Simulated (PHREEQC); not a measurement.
Make-up at 55 °C: 0.64 mol/kgw LiBr and 0.68 mol/kgw KCl. Closed to the air; pH follows from the charge balance.

Computed with PHREEQC (ion-association model with the Debye-Hückel limiting law, phreeqc.dat).

No solid was allowed to form.

Task: Predict the activity of water.

Result: activity of water 0.955.

Ionic strength above about 0.7 mol/kgw puts this run outside the model's range. Constants without temperature data keep their 25 °C values here.
